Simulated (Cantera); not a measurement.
A Cantera script and what it prints.

```python
import numpy as np
import cantera as ct

gas_names = [...]  # 83 gases of nasa_gas.yaml made of C, H, S
cond_names = """
    C(gr) C6H6(L) C7H8(L) C8H18(L),n-octa S(cr1) S(cr2) S(L)
""".split()


# ... load() reads the species with a 1 bar reference pressure and builds the phases ...
atoms = {
    'CS2': {'C': 1, 'S': 2},
    'H2': {'H': 2},
}
top_T = {'C(gr)': 4500}  # K; cautious upper limits of use, not melting points


# ... equilibrate(T, P, feed) seeds the gas with the atoms and calls Mixture.equilibrate('TP', solver="vcs", rtol=1e-11, max_steps=5000) ...
results = []
feed = {'CS2': 1, 'H2': 0.63}  # mol
P = 100000  # Pa
for T in [798, 873, 948, 1023, 1098, 1173, 1248, 1323, 1398]:
    mix = equilibrate(T, P, feed)
    results.append((T, P, feed, dict(zip(mix.species_names, mix.species_moles))))

top = {s: max(r[3][s] / sum(r[3][g] for g in gas_names) for r in results) for s in gas_names}
cols = sorted((s for s in top if top[s] > 1e-06), key=lambda s: -top[s])[:5]
seen = [c for c in cond_names if any(r[3].get(c, 0) > 1e-12 for r in results)]
print("log10 of partial pressures in bar; condensed amounts in mol")
print(f"{'T/K':>10s}" + "".join(f"{s[:9]:>10s}" for s in cols + seen))
for T, P, feed, n in results:
    ng = sum(n[g] for g in gas_names)
    print(f"{T:10.4g}" + "".join(f"{np.log10(max(n[s] / ng * P / 1e5, 1e-99)):10.3f}" for s in cols)
          + "".join(f"{n.get(c, 0):10.4g}" for c in seen))
```

It prints:

```
log10 of partial pressures in bar; condensed amounts in mol
       T/K       H2S       CS2        H2        S2        SH     C(gr)
       798    -0.319    -0.325    -2.962    -1.346    -6.229    0.3787
       873    -0.323    -0.327    -2.491    -1.292    -5.546    0.3801
       948    -0.329    -0.331    -2.095    -1.249    -4.972    0.3841
      1023    -0.340    -0.334    -1.761    -1.211    -4.485     0.385
      1098    -0.358    -0.335    -1.483    -1.178    -4.069    0.3817
      1173    -0.388    -0.334    -1.253    -1.147    -3.712    0.3735
      1248    -0.429    -0.332    -1.067    -1.119    -3.406    0.3606
      1323    -0.483    -0.329    -0.919    -1.092    -3.142    0.3439
      1398    -0.547    -0.326    -0.804    -1.067    -2.915    0.3253
```

Method: chemical equilibrium by Gibbs-energy minimisation in Cantera with the NASA 1993 tables (ideal gas, pure condensed phases). Gases not in the tables: S3 to S7.
